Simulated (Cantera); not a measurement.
**Silicon epitaxy and polysilicon growth: Si₂H₆ + Cl₂ + N₂**

Input: 1 mol Si₂H₆, 0.6 mol Cl₂, a varied amount of N₂, at 550 °C and 10.0 Torr.

Method: chemical equilibrium by Gibbs-energy minimisation in Cantera with the NASA 1993 tables (ideal gas, pure condensed phases). Candidate condensed phases: NH₄Cl, Si, Si₃N₄; 28 gas species. The feed counts by its element totals alone. N₂ is the only nitrogen source here; it is nearly inert below about 1500 K, so the nitride shown seldom forms there in practice. Rates play no part.

From 10 mol N₂ to 100 mol N₂ the condensed part is Si₃N₄(s). The main Si-bearing gas is SiCl₄ throughout.

```tsv
n(N₂) (mol)	log p N₂	log p H₂	log p HCl	log p SiCl₄	n Si₃N₄(s)
10	-2.03	-2.58	-2.89	-5.20	0.665
23	-1.94	-2.90	-3.20	-5.86	0.666
37	-1.92	-3.09	-3.39	-6.25	0.666
50	-1.91	-3.21	-3.52	-6.50	0.666
63	-1.90	-3.31	-3.61	-6.70	0.666
77	-1.90	-3.39	-3.70	-6.87	0.666
90	-1.89	-3.46	-3.76	-7.00	0.666
100	-1.89	-3.50	-3.81	-7.09	0.666
```
log p: log10 of the partial pressure in bar; n: condensed amount in mol.
